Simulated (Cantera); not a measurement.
An adiabatic, constant-volume homogeneous reactor starts with CO : H2 : CH4 : O2 : N2 = 1 : 0.12 : 0.06 : 0.68 : 1.97 (molar parts), equivalence ratio 1.0, at 1025 K and 1000000 Pa. Integrator tolerance rtol = 1e-08.

Computed with Cantera and GRI-Mech 3.0 (53 species, 325 reactions). Above 3000 K some thermodynamic fits are extrapolated.

Q: What does this change do: initial temperature 1025 to 1400 K?

A: 
```tsv
quantity	before	after
time of steepest temperature rise	1.54 ms	9.41 µs
temperature at 0.100 s	3087 K	3167 K
equilibrium temperature	3087 K	3167 K
x(CO) at 0.100 s	0.0965 (gas-phase equilibrium 0.0965)	0.117 (gas-phase equilibrium 0.117)
x(H2) at 0.100 s	0.00352 (gas-phase equilibrium 0.00352)	0.00438 (gas-phase equilibrium 0.00438)
x(CH4) at 0.100 s	<1e-12 (gas-phase equilibrium <1e-12)	<1e-12 (gas-phase equilibrium <1e-12)
x(CH2) at 0.100 s	<1e-12 (gas-phase equilibrium <1e-12)	<1e-12 (gas-phase equilibrium <1e-12)
x(CH2O) at 0.100 s	3.77e-9 (gas-phase equilibrium 3.77e-9)	4.34e-9 (gas-phase equilibrium 4.34e-9)
x(HCO) at 0.100 s	4.32e-7 (gas-phase equilibrium 4.32e-7)	5.91e-7 (gas-phase equilibrium 5.91e-7)
x(HO2) at 0.100 s	2.25e-5 (gas-phase equilibrium 2.25e-5)	2.63e-5 (gas-phase equilibrium 2.63e-5)
```

Q: What does this change do: 0.0092 parts C2H6 added?

A: 
```csv
quantity,before,after
time of steepest temperature rise,1.54 ms,1.73 ms
temperature at 0.100 s,3087 K,3100 K
equilibrium temperature,3087 K,3100 K
x(CO) at 0.100 s,0.0965 (gas-phase equilibrium 0.0965),0.104 (gas-phase equilibrium 0.104)
x(H2) at 0.100 s,0.00352 (gas-phase equilibrium 0.00352),0.00430 (gas-phase equilibrium 0.00430)
x(CH4) at 0.100 s,<1e-12 (gas-phase equilibrium <1e-12),<1e-12 (gas-phase equilibrium <1e-12)
x(CH2) at 0.100 s,<1e-12 (gas-phase equilibrium <1e-12),<1e-12 (gas-phase equilibrium <1e-12)
x(CH2O) at 0.100 s,3.77e-9 (gas-phase equilibrium 3.77e-9),5.04e-9 (gas-phase equilibrium 5.04e-9)
x(HCO) at 0.100 s,4.32e-7 (gas-phase equilibrium 4.32e-7),5.33e-7 (gas-phase equilibrium 5.33e-7)
x(HO2) at 0.100 s,2.25e-5 (gas-phase equilibrium 2.25e-5),2.20e-5 (gas-phase equilibrium 2.20e-5)
```
